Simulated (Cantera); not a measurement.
An adiabatic, constant-volume homogeneous reactor starts with CH₄ : O₂ : N₂ = 1 : 1 : 3.76 (molar parts), at 1375 K and 1.88 atm. Integrator tolerance rtol = 1e-08.

Detailed kinetics in Cantera: GRI-Mech 3.0 (53 species, 325 reactions).

```csv
quantity,before,after
time of steepest temperature rise,3.75 ms,2.78 ms
temperature at 0.400 s,2699 K,2861 K
equilibrium temperature,2699 K,2861 K
x(CH₄) at 0.400 s,1.20e-10 (gas-phase equilibrium 1.35e-10),1.46e-10 (gas-phase equilibrium 1.65e-10)
x(O₂) at 0.400 s,3.17e-5 (gas-phase equilibrium 3.17e-5),0.000103 (gas-phase equilibrium 0.000103)
x(C₂H) at 0.400 s,<1e-12 (gas-phase equilibrium <1e-12),<1e-12 (gas-phase equilibrium <1e-12)
x(CH₂O) at 0.400 s,3.69e-8 (gas-phase equilibrium 3.69e-8),5.84e-8 (gas-phase equilibrium 5.84e-8)
x(CH₂) at 0.400 s,1.68e-11 (gas-phase equilibrium 1.83e-11),5.02e-11 (gas-phase equilibrium 5.42e-11)
```

### Question
Which change was made?
A) initial temperature 1375 to 1475 K
B) initial temperature 1375 to 975 K
C) N2 3.76 to 2.6 parts
D) N2 3.76 to 5 parts

### Answer
C, N2 3.76 to 2.6 parts
